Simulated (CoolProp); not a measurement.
Properties of cyclohexane along the isotherm 620 K (Tc = 553.6 K, pc = 4.081 MPa, ω = 0.209).

The numbers come from the reference Helmholtz-energy equation of state, Zhou 2014 in CoolProp.

```
p (MPa)          phase  density (kg/m³)  cp (kJ/(kg K))  speed of sound (m/s)
-------  -------------  ---------------  --------------  --------------------
3.4                gas            71.47           3.003                 199.0
6.8      supercritical            223.4           4.082                 152.1
10.2     supercritical            371.2           3.773                 233.8
13.6     supercritical            429.4           3.482                 320.4
17       supercritical            463.0           3.358                 388.0
20.4     supercritical            486.7           3.290                 443.8
23.8     supercritical            505.1           3.247                 491.9
27.2     supercritical            520.3           3.217                 534.6
30.6     supercritical            533.2           3.195                 573.2
34       supercritical            544.4           3.178                 608.6
37.4     supercritical            554.5           3.165                 641.4
40.8     supercritical            563.5           3.154                 672.2
```
